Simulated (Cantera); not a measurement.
# Gas-phase reforming

An isothermal, constant-pressure homogeneous reactor starts with CH4 : CO2 : H2 = 1 : 0.75 : 0.073 (molar parts), at 2198 K and 1.00 bar.

Cantera simulation using GRI-Mech 3.0 (53 species, 325 reactions); the numbers are that mechanism's predictions, not measurements.

```
t (s)        x CH4     x CO2   x H2     x CO   x CH2CO    x CH2O
--------  --------  --------  -----  -------  --------  --------
8.00e-6      0.431     0.387  0.112  0.00482   1.07e-6  0.000424
2.43e-5      0.205     0.300  0.313   0.0340   3.99e-5  0.000256
7.40e-5     0.0744     0.192  0.398    0.105  0.000133   8.15e-5
0.000225    0.0197    0.0709  0.370    0.222  0.000235   2.75e-5
0.000684    0.0101    0.0231  0.389    0.300  0.000176   1.15e-5
0.00208    0.00717    0.0124  0.456    0.355   6.57e-5   3.50e-6
0.00632    0.00390   0.00435  0.510    0.397   1.58e-5   6.28e-7
0.0192     0.00148  0.000625  0.536    0.416   2.37e-6   1.18e-7
0.0585    0.000426   6.26e-6  0.541    0.419   2.92e-7   9.14e-8
0.178     0.000387   3.75e-7  0.542    0.419   2.55e-7   9.13e-8
0.541     0.000387   3.75e-7  0.542    0.419   2.55e-7   9.13e-8
1.64      0.000387   3.75e-7  0.542    0.419   2.55e-7   9.13e-8
5.00      0.000387   3.75e-7  0.542    0.419   2.55e-7   9.13e-8
```
x: mole fraction; the columns are a selection and need not sum to one.

Equilibrium at this temperature and pressure: CH4 0.000388, CO2 3.76e-7, H2 0.542, CO 0.419, CH2CO 2.55e-7, CH2O 9.13e-8 (gas phase only).
